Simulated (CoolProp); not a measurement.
Aqueous ethanol as a coolant, 13 % by mass, freezing at -6.1 °C, 1 atm.

Values from CoolProp's Melinder's fits for secondary coolants.

```csv
T (°C),cp (kJ/(kg K)),viscosity (mPa s),conductivity (W/(m K)),Prandtl number
-0.6,4.418,[?],0.485,36.5
8.6,4.376,2.62,0.496,23.1
17.8,4.335,1.85,0.507,15.8
27.1,4.304,[?],0.517,11.5
36.3,4.292,1.07,0.527,[?]
```

Q: What belongs in the gaps?

A: 
- -0.6, viscosity (mPa s): 4.01
- 27.1, viscosity (mPa s): 1.38
- 36.3, Prandtl number: 8.74
